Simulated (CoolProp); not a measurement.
Vapour-liquid equilibrium of propylene (1) + R134a (2) at 208.5 K; x and y are mole fractions of (1).

Model: multi-fluid Helmholtz-energy mixture model, Lemmon 2013 and Tillner-Roth 1994; pair parameters Bell 2016, in CoolProp.

```
x     bubble pressure, mixture model (kPa)  bubble pressure, Raoult's law (kPa)  y, mixture model  y, Raoult's law
----  ------------------------------------  -----------------------------------  ----------------  ---------------
0.05                            (withheld)                                13.25             0.429            0.164
0.2                             (withheld)                                18.01        (withheld)            0.482
0.35                                 39.78                                22.78        (withheld)            0.667
0.5                                  41.99                                27.55        (withheld)            0.788
0.65                                 43.14                                32.32        (withheld)            0.874
0.8                                  44.14                                37.09             0.847            0.937
0.95                                 44.20                                41.85        (withheld)            0.986
```

Problem. Fill in the missing entries.

Solution. 
- 0.05, bubble pressure, mixture model (kPa): 19.56
- 0.2, bubble pressure, mixture model (kPa): 33.93
- 0.2, y, mixture model: 0.706
- 0.35, y, mixture model: 0.769
- 0.5, y, mixture model: 0.794
- 0.65, y, mixture model: 0.813
- 0.95, y, mixture model: 0.938

The largest gap from Raoult's law is +88.4 % in bubble pressure, at x = 0.2. y crosses x between x = 0.8 and 0.95: the model has an azeotrope there.

The pair parameters rest on a limited set of measurements; away from them the model extrapolates. With so large a gap from Raoult's law the liquid may split in two, which this calculation doesn't test in full.
